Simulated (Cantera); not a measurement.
## Thermodynamics of carbon deposition, reforming and gasification, feed CH4 + NH3 + N2 + O2

Input: 1 mol CH4, 0.016 mol NH3, 4.9 mol N2, 1.6 mol O2, at 1.00 bar.

Cantera equilibrium calculation (NASA polynomials, part measured and part estimated; ideal gas, pure solids and liquids). Candidate condensed phases: C, C6H6, C7H8, C8H18, H2O; 136 gas species. Rates play no part.

From 1800 °C to 2400 °C nothing is condensed. The main C-bearing gas is CO2 at 1800 °C and CO at 2400 °C.

| T (°C) | log p N2 | log p H2O | log p CO | log p CO2 | log p H2 | log p OH | log p H |
|---|---|---|---|---|---|---|---|
| 1800 | -0.21 | -0.67 | -1.21 | -1.19 | -1.38 | -3.51 | -3.27 |
| 1900 | -0.21 | -0.67 | -1.20 | -1.20 | -1.39 | -3.17 | -3.01 |
| 2000 | -0.21 | -0.67 | -1.19 | -1.21 | -1.40 | -2.86 | -2.77 |
| 2100 | -0.21 | -0.67 | -1.18 | -1.22 | -1.40 | -2.58 | -2.56 |
| 2200 | -0.21 | -0.68 | -1.17 | -1.23 | -1.40 | -2.33 | -2.35 |
| 2300 | -0.21 | -0.69 | -1.16 | -1.26 | -1.39 | -2.10 | -2.16 |
| 2400 | -0.22 | -0.71 | -1.14 | -1.29 | -1.37 | -1.91 | -1.98 |
log p: log10 of the partial pressure in bar; nothing condenses.
